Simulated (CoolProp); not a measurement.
A single-stage vapour-compression cycle with sulfur dioxide: evaporating at 259.15 K (dew point), condensing at 281.15 K (bubble point), superheat 8 K, subcooling 8 K, compressor efficiency 0.85, no pressure losses. Each further row changes one setting.

The numbers come from the reference Helmholtz-energy equation of state, Gao 2016 in CoolProp.

```
case                              cooling COP  pressure ratio  discharge temperature (K)  refrigerating effect (kJ/kg)  volumetric capacity (kJ/m³)
--------------------------------  -----------  --------------  -------------------------  ----------------------------  ---------------------------
as stated                                9.30            2.53                      333.7                           379                          944
evaporating temperature 264.15 K         12.5            2.01                      322.2                           382                         1170
condensing temperature 276.15 K          12.2            2.08                      318.9                           386                          962
subcooling 13 K                          9.47            2.53                      333.7                           386                          962
superheat 18 K                           9.10            2.53                      345.6                           385                          923
compressor efficiency 0.75               8.20            2.53                      341.8                           379                          944
```
